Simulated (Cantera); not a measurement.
A closed system holds: 1 mol Si, 0.0012 mol O2, 2.2 mol H2, at 1127 °C and 0.320 Pa.

Method: chemical equilibrium by Gibbs-energy minimisation in Cantera with the NASA 1993 tables (ideal gas, pure condensed phases). Candidate condensed phases: H2O, Si, SiO2; 18 gas species. Rates play no part.

Base state: H2 0.996, H 0.00271, SiO 0.00109, Si 0.000257 (mole fractions); condensed: Si(s).

### Question
What changes in the equilibrium state with this change: 0.0051 mol CO2 added?

### Answer
```json
[
 {"species": "H2", "before": "0.996", "after": "0.991"},
 {"species": "SiO", "before": "0.00109", "after": "0.00558"},
 {"species": "H", "before": "0.00271", "after": "0.00271"},
 {"species": "CO", "before": "0", "after": "0.000103"},
 {"species": "Si", "before": "0.000257", "after": "0.000257"},
 {"species": "Si(s), mol", "before": "0.997", "after": "0.982"},
 {"species": "SiC(s), mol", "before": "0", "after": "0.00487"}
]
```
Mutual solubility and eutectic melting of coexisting phases are not modelled. Further candidate phases: C, C6H6, C7H8, C8H18, SiC.
